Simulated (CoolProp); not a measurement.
The numbers come from the reference Helmholtz-energy equation of state, Lemmon 2006 in CoolProp. It is a short technical equation, of lower accuracy than the large ones.

Problem. Give the vapour pressure (MPa), vapour density (kg/m³), surface tension (mN/m), vapour viscosity (µPa s) of saturated hydrogen sulfide at 291.5, 318.3, 327.2 K.

Solution. 
```tsv
T (K)	p (MPa)	vapour density (kg/m³)	surface tension (mN/m)	vapour viscosity (µPa s)
291.5	1.71	28.7	12.5	11.0
318.3	3.20	55.1	7.75	12.4
327.2	3.86	68.0	6.26	13.1
```

Viscosity comes from a separate model (Quiñones-Cisneros 2012). Surface tension comes from a separate correlation (Mulero 2012).
